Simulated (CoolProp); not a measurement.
Vapour-liquid equilibrium of propylene (1) + R125 (2) at 208 K; x and y are mole fractions of (1).

Computed with CoolProp (multi-fluid Helmholtz-energy mixture model, Lemmon 2013 and Lemmon 2005; pair parameters Bell 2016).

Give the bubble pressure and the first vapour's composition at x = 0.125, 0.275, 0.5. Is there an azeotrope?

x = 0.125: 0.5132 bar, y = 0.293; x = 0.275: 0.5676 bar, y = 0.425; x = 0.5: 0.5877 bar, y = 0.514. y crosses x between x = 0.5 and 0.575: the model has an azeotrope there.

Pair parameters are fitted to limited data, so mixtures are less certain than the pure fluids.
